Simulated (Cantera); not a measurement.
Input (Python, Cantera):

```python
import numpy as np
import cantera as ct

gas = ct.Solution("gri30.yaml")
gas.TPX = 1823, 110000, {'CH4': 1, 'O2': 2.47, 'N2': 9.28}
reactor = ct.IdealGasConstPressureReactor(gas, energy="on", clone=False)
net = ct.ReactorNet([reactor])
net.rtol, net.atol = 1e-08, 1e-16
show = ['CH4', 'O2', 'C2H', 'HO2', 'H2O']
times = np.geomspace(3e-06, 0.6, 15)

steps = ct.SolutionArray(gas, extra=["t"])
rows = []
print(f"{'t/s':>10s}{'T/K':>9s}{'P/Pa':>11s}" + "".join(f"{s:>11s}" for s in show))
for t in times:
    while net.time < t:
        t_next = net.step()
        steps.append(gas.state, t=t_next)
    rows.append([np.interp(t, steps.t, y) for y in (steps.T, steps.P, *steps(*show).X.T)])
    print(f"{t:10.3e}{rows[-1][0]:9.1f}{rows[-1][1]:11.4g}" + "".join(f"{x:11.3e}" for x in rows[-1][2:]))
rate = np.gradient(steps.T, steps.t)
print("integrator steps:", len(steps.t))
if steps.T.max() > steps.T[0] + 200:
    print(f"time of steepest temperature rise: {steps.t[rate.argmax()]:.4e} s")
gas.TPX = 1823, 110000, {'CH4': 1, 'O2': 2.47, 'N2': 9.28}
gas.equilibrate("HP")
print(f"equilibrium (HP): T = {gas.T:.1f} K  " + "  ".join(f"{s} {gas[s].X[0]:.3e}" for s in show))
```

Result:

```
       t/s      T/K       P/Pa        CH4         O2        C2H        HO2        H2O
 3.000e-06   1822.8    1.1e+05  7.839e-02  1.937e-01  4.630e-18  4.585e-06  1.075e-05
 7.174e-06   1822.6    1.1e+05  7.830e-02  1.937e-01  4.345e-16  1.055e-05  3.787e-05
 1.716e-05   1822.2    1.1e+05  7.800e-02  1.936e-01  5.181e-14  2.292e-05  1.657e-04
 4.103e-05   1823.9    1.1e+05  7.609e-02  1.925e-01  1.912e-11  5.935e-05  1.248e-03
 9.811e-05   2529.7    1.1e+05  1.094e-14  5.288e-02  1.347e-17  6.928e-06  1.073e-01
 2.346e-04   2761.2    1.1e+05  3.751e-16  4.725e-02  5.082e-20  9.273e-06  1.183e-01
 5.610e-04   2805.0    1.1e+05  4.954e-16  4.499e-02  6.679e-20  1.029e-05  1.213e-01
 1.342e-03   2799.9    1.1e+05  5.163e-16  4.264e-02  6.562e-20  9.803e-06  1.218e-01
 3.208e-03   2795.9    1.1e+05  5.314e-16  4.097e-02  6.464e-20  9.449e-06  1.221e-01
 7.672e-03   2795.3    1.1e+05  5.337e-16  4.072e-02  6.450e-20  9.397e-06  1.221e-01
 1.835e-02   2795.3    1.1e+05  5.337e-16  4.072e-02  6.450e-20  9.397e-06  1.221e-01
 4.387e-02   2795.3    1.1e+05  5.337e-16  4.072e-02  6.450e-20  9.397e-06  1.221e-01
 1.049e-01   2795.3    1.1e+05  5.337e-16  4.072e-02  6.450e-20  9.397e-06  1.221e-01
 2.509e-01   2795.3    1.1e+05  5.337e-16  4.072e-02  6.450e-20  9.397e-06  1.221e-01
 6.000e-01   2795.3    1.1e+05  5.337e-16  4.072e-02  6.450e-20  9.397e-06  1.221e-01
integrator steps: 1624
time of steepest temperature rise: 8.9278e-05 s
equilibrium (HP): T = 2795.3 K  CH4 7.313e-16  O2 4.072e-02  C2H 6.798e-20  HO2 9.397e-06  H2O 1.221e-01
```

Detailed kinetics in Cantera: GRI-Mech 3.0 (53 species, 325 reactions).
